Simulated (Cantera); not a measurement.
Premixed flame

A freely propagating, adiabatic, planar premixed flame of 10.4 % CH4, 18.8 % O2, 70.8 % N2, unburnt at 325 K and 0.651 atm; mixture-averaged transport, grid criteria slope 0.08 and curve 0.16, no radiation.

Cantera simulation using GRI-Mech 3.0 (53 species, 325 reactions); the numbers are that mechanism's predictions, not measurements. Burning velocities carry a grid error of a few per cent, more on coarse grids.

```json
[
 {"z (mm)": "-1.75", "T (K)": "325", "u (m/s)": "0.498", "x CH4": "0.104", "x O2": "0.188", "x C2H": "<1e-8", "x O": "<1e-8", "x CH2O": "<1e-8", "x H2": "0.000619"},
 {"z (mm)": "-1.17", "T (K)": "326", "u (m/s)": "0.500", "x CH4": "0.104", "x O2": "0.188", "x C2H": "<1e-8", "x O": "<1e-8", "x CH2O": "1.82e-7", "x H2": "0.00231"},
 {"z (mm)": "-0.875", "T (K)": "331", "u (m/s)": "0.509", "x CH4": "0.103", "x O2": "0.187", "x C2H": "<1e-8", "x O": "<1e-8", "x CH2O": "2.32e-6", "x H2": "0.00503"},
 {"z (mm)": "-0.583", "T (K)": "394", "u (m/s)": "0.611", "x CH4": "0.0988", "x O2": "0.182", "x C2H": "<1e-8", "x O": "3.86e-8", "x CH2O": "5.43e-5", "x H2": "0.0114"},
 {"z (mm)": "-0.292", "T (K)": "878", "u (m/s)": "1.39", "x CH4": "0.0691", "x O2": "0.145", "x C2H": "<1e-8", "x O": "8.29e-6", "x CH2O": "0.000649", "x H2": "0.0222"},
 {"z (mm)": "-0.146", "T (K)": "1331", "u (m/s)": "2.13", "x CH4": "0.0376", "x O2": "0.100", "x C2H": "<1e-8", "x O": "0.000103", "x CH2O": "0.000958", "x H2": "0.0273"},
 {"z (mm)": "0", "T (K)": "1727", "u (m/s)": "2.78", "x CH4": "0.00897", "x O2": "0.0512", "x C2H": "2.33e-7", "x O": "0.000672", "x CH2O": "0.000611", "x H2": "0.0282"},
 {"z (mm)": "0.146", "T (K)": "1885", "u (m/s)": "3.03", "x CH4": "0.000676", "x O2": "0.0234", "x C2H": "2.21e-7", "x O": "0.00199", "x CH2O": "0.000104", "x H2": "0.0235"},
 {"z (mm)": "0.292", "T (K)": "1924", "u (m/s)": "3.08", "x CH4": "2.51e-5", "x O2": "0.0142", "x C2H": "1.48e-8", "x O": "0.00267", "x CH2O": "5.10e-6", "x H2": "0.0206"},
 {"z (mm)": "0.583", "T (K)": "1961", "u (m/s)": "3.13", "x CH4": "4.77e-8", "x O2": "0.00994", "x C2H": "<1e-8", "x O": "0.00258", "x CH2O": "1.09e-8", "x H2": "0.0202"},
 {"z (mm)": "1.17", "T (K)": "2007", "u (m/s)": "3.19", "x CH4": "<1e-8", "x O2": "0.00800", "x C2H": "<1e-8", "x O": "0.00209", "x CH2O": "<1e-8", "x H2": "0.0197"},
 {"z (mm)": "2.33", "T (K)": "2063", "u (m/s)": "3.27", "x CH4": "<1e-8", "x O2": "0.00613", "x C2H": "<1e-8", "x O": "0.00147", "x CH2O": "<1e-8", "x H2": "0.0184"},
 {"z (mm)": "4.66", "T (K)": "2120", "u (m/s)": "3.34", "x CH4": "<1e-8", "x O2": "0.00413", "x C2H": "<1e-8", "x O": "0.000877", "x CH2O": "<1e-8", "x H2": "0.0167"}
]
```
x: mole fraction of selected species; z is measured from the peak of heat release.

```json
{
  "laminar_burning_velocity": "49.8 cm/s",
  "thermal_thickness": "0.583 mm",
  "peak x(C2H)": "3.73e-7",
  "peak x(O)": "0.00272",
  "peak x(CH2O)": "0.000959",
  "peak x(H2)": "0.0287"
}
```
